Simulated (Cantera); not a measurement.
**Thermodynamics of carbothermic reduction, feed Fe3O4 + CO**

Charge: 1 mol Fe3O4, a varied amount of CO, equilibrated at 2598 K and 10.0 Torr.

These are equilibrium values from Cantera (NASA tables, ideal gas, pure condensed phases), not measurements of a reactor. Candidate condensed phases: C, Fe, Fe(CO)5, FeO, Fe2O3, Fe3O4; 15 gas species. The tables' stoichiometric FeO is somewhat more stable than real wüstite, so its field is too wide. FeO: taken at fixed stoichiometry. The numbers say what is thermodynamically allowed, not how fast it happens.

```json
[
 {"n(CO) (mol)": "0.55", "log p CO": "-2.93", "log p Fe": "-2.32", "log p O2": "-2.49", "log p CO2": "-2.96", "log p FeO": "-2.76", "log p O": "-2.88", "n FeO(l)": "1.41"},
 {"n(CO) (mol)": "0.97", "log p CO": "-2.88", "log p Fe": "-2.28", "log p O2": "-2.57", "log p CO2": "-2.95", "log p FeO": "-2.76", "log p O": "-2.92", "n FeO(l)": "0.237"},
 {"n(CO) (mol)": "1.7", "log p CO": "-2.69", "log p Fe": "-2.31", "log p O2": "-2.66", "log p CO2": "-2.80", "log p FeO": "-2.83", "log p O": "-2.97", "n FeO(l)": "0"},
 {"n(CO) (mol)": "3", "log p CO": "-2.48", "log p Fe": "-2.36", "log p O2": "-2.81", "log p CO2": "-2.67", "log p FeO": "-2.96", "log p O": "-3.04", "n FeO(l)": "0"},
 {"n(CO) (mol)": "5.4", "log p CO": "-2.29", "log p Fe": "-2.45", "log p O2": "-3.05", "log p CO2": "-2.60", "log p FeO": "-3.18", "log p O": "-3.16", "n FeO(l)": "0"},
 {"n(CO) (mol)": "9.5", "log p CO": "-2.15", "log p Fe": "-2.58", "log p O2": "-3.39", "log p CO2": "-2.63", "log p FeO": "-3.47", "log p O": "-3.33", "n FeO(l)": "0"},
 {"n(CO) (mol)": "17", "log p CO": "-2.04", "log p Fe": "-2.75", "log p O2": "-3.82", "log p CO2": "-2.73", "log p FeO": "-3.85", "log p O": "-3.55", "n FeO(l)": "0"}
]
```
log p: log10 of the partial pressure in bar; n: condensed amount in mol.

From 0.55 mol CO to 0.97 mol CO the condensed part is FeO(l). From 1.7 mol CO to 17 mol CO nothing is condensed. The main Fe-bearing gas is Fe throughout.
